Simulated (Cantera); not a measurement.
**Thermodynamics of oxide etching and cleaning by halides, feed B2O3 + F2**

Input: 1 mol B2O3, 16 mol F2, at 1175 K and 6.50 mbar.

Cantera equilibrium calculation (NASA polynomials, part measured and part estimated; ideal gas, pure solids and liquids). Candidate condensed phases: B, B2O3; 21 gas species. Kinetics and transport are ignored.

| Item | Result |
|---|---|
| x(F) | 0.853 |
| x(BF3) | 0.0695 |
| x(O2) | 0.0521 |
| x(F2) | 0.0254 |
| x(FO) | 2.59e-6 |
| gas amount | 28.77 mol |
| log10 activity of B(s) (absent) | -45.03 |
